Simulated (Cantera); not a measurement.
Cantera run:

```python
import numpy as np
import cantera as ct

gas_names = [...]  # 91 gases of nasa_gas.yaml made of C, Cl, H
cond_names = """
    C(gr) C6H6(L) C7H8(L) C8H18(L),n-octa
""".split()


# ... load() reads the species with a 1 bar reference pressure and builds the phases ...
atoms = {
    'CCl4': {'C': 1, 'CL': 4},
    'HCl': {'H': 1, 'CL': 1},
    'H2': {'H': 2},
}
top_T = {'C(gr)': 4500}  # K; cautious upper limits of use, not melting points


# ... equilibrate(T, P, feed) seeds the gas with the atoms and calls Mixture.equilibrate('TP', solver="vcs", rtol=1e-11, max_steps=5000) ...
results = []
feed = {'CCl4': 1, 'HCl': 0.14, 'H2': 0.39}  # mol
P = 133.322  # Pa
for T in [1275, 1475, 1675, 1875, 2075, 2275, 2475, 2675, 2875, 3075, 3275]:
    mix = equilibrate(T, P, feed)
    results.append((T, P, feed, dict(zip(mix.species_names, mix.species_moles))))

top = {s: max(r[3][s] / sum(r[3][g] for g in gas_names) for r in results) for s in gas_names}
cols = sorted((s for s in top if top[s] > 0.0001), key=lambda s: -top[s])[:7]
seen = [c for c in cond_names if any(r[3].get(c, 0) > 1e-12 for r in results)]
print("log10 of partial pressures in bar; condensed amounts in mol")
print(f"{'T/K':>10s}" + "".join(f"{s[:9]:>10s}" for s in cols + seen))
for T, P, feed, n in results:
    ng = sum(n[g] for g in gas_names)
    print(f"{T:10.4g}" + "".join(f"{np.log10(max(n[s] / ng * P / 1e5, 1e-99)):10.3f}" for s in cols)
          + "".join(f"{n.get(c, 0):10.4g}" for c in seen))
```

Result:

```
log10 of partial pressures in bar; condensed amounts in mol
       T/K        CL       CL2       HCL         H         C        C3        C2     C(gr)
      1275    -3.601    -3.192    -3.357   -12.092   -21.181   -22.847   -23.936         1
      1475    -3.124    -3.632    -3.458   -10.200   -17.188   -18.228   -19.321         1
      1675    -3.003    -4.456    -3.517    -8.492   -14.151   -14.727   -15.816         1
      1875    -2.987    -5.268    -3.527    -7.027   -11.765   -11.986   -13.066         1
      2075    -2.985    -5.945    -3.532    -5.828    -9.840    -9.785   -10.852         1
      2275    -2.982    -6.504    -3.562    -4.864    -8.256    -7.980    -9.033    0.9997
      2475    -2.974    -6.963    -3.708    -4.180    -6.930    -6.474    -7.512    0.9951
      2675    -2.969    -7.356    -4.055    -3.817    -5.803    -5.201    -6.222    0.9181
      2875    -2.995    -7.757    -4.587    -3.707    -4.846    -4.146    -5.138         0
      3075    -3.001    -8.074    -5.098    -3.673    -4.354    -4.250    -4.876         0
      3275    -3.016    -8.368    -5.586    -3.675    -3.978    -4.511    -4.758         0
```

These are equilibrium values from Cantera (NASA tables, ideal gas, pure condensed phases), not measurements of a reactor. The tables' values for CCl are old estimates; treat these amounts as uncertain.
